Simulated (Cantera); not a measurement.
Input (Python, Cantera) and output of one run.

```python
import numpy as np
import cantera as ct

gas_names = """
    Ca CaCL CaCL2 CaO CaOH CaO2H2 Ca2 CL CLO CL2 H HCL HOCL HO2 H2 H2O H2O2 O OH O2 O3
""".split()
cond_names = """
    Ca(a) Ca(b) Ca(L) CaCL2(s) CaCL2(L) CaO(s) CaO(L) CaO2H2(s) H2O(s) H2O(L)
""".split()


# ... load() reads the species with a 1 bar reference pressure and builds the phases ...
atoms = {
    'CaO': {'Ca': 1, 'O': 1},
    'HCl': {'H': 1, 'CL': 1},
    'H2': {'H': 2},
}
top_T = {}  # K; cautious upper limits of use, not melting points


# ... equilibrate(T, P, feed) seeds the gas with the atoms and calls Mixture.equilibrate('TP', solver="vcs", rtol=1e-11, max_steps=5000) ...
results = []
feed = {'CaO': 1, 'HCl': 6.8, 'H2': 18}  # mol
P = 960  # Pa
for T in [748, 823, 898, 973, 1048, 1123, 1198, 1273, 1348]:
    mix = equilibrate(T, P, feed)
    results.append((T, P, feed, dict(zip(mix.species_names, mix.species_moles))))

top = {s: max(r[3][s] / sum(r[3][g] for g in gas_names) for r in results) for s in gas_names}
cols = sorted((s for s in top if top[s] > 0.0001), key=lambda s: -top[s])[:6]
seen = [c for c in cond_names if any(r[3].get(c, 0) > 1e-12 for r in results)]
print("log10 of partial pressures in bar; condensed amounts in mol")
print(f"{'T/K':>10s}" + "".join(f"{s[:9]:>10s}" for s in cols + seen))
for T, P, feed, n in results:
    ng = sum(n[g] for g in gas_names)
    print(f"{T:10.4g}" + "".join(f"{np.log10(max(n[s] / ng * P / 1e5, 1e-99)):10.3f}" for s in cols)
          + "".join(f"{n.get(c, 0):10.4g}" for c in seen))
```

Output:

```
log10 of partial pressures in bar; condensed amounts in mol
       T/K        H2       HCL       H2O     CaCL2  CaCL2(s)  CaCL2(L)
       748    -2.139    -2.713    -3.394   -13.198         1         0
       823    -2.139    -2.713    -3.394   -11.185         1         0
       898    -2.139    -2.713    -3.394    -9.516         1         0
       973    -2.139    -2.713    -3.394    -8.111         1         0
      1048    -2.139    -2.713    -3.394    -6.918         0    0.9997
      1123    -2.139    -2.713    -3.394    -5.984         0    0.9974
      1198    -2.139    -2.713    -3.395    -5.176         0    0.9834
      1273    -2.141    -2.715    -3.396    -4.471         0    0.9158
      1348    -2.145    -2.720    -3.401    -3.851         0    0.6452
```

Cantera equilibrium calculation (NASA polynomials, part measured and part estimated; ideal gas, pure solids and liquids). Condensed phases not in the tables: oxide chlorides.
